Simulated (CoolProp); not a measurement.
Model: reference Helmholtz-energy equation of state, Thol 2017, in CoolProp.

Task: For decamethyltetrasiloxane (MD2M), give the phase and the cp (kJ/(kg K)), cv (kJ/(kg K)), speed of sound (m/s), expansivity (1/kK) at -50.65 °C and 0.379 MPa; -48.95 °C and 0.948 MPa.

Result: 
- -50.65 °C and 0.379 MPa: liquid; cp 1.56, cv 1.23, speed of sound 1210, expansivity 1.13
- -48.95 °C and 0.948 MPa: liquid; cp 1.56, cv 1.23, speed of sound 1210, expansivity 1.13
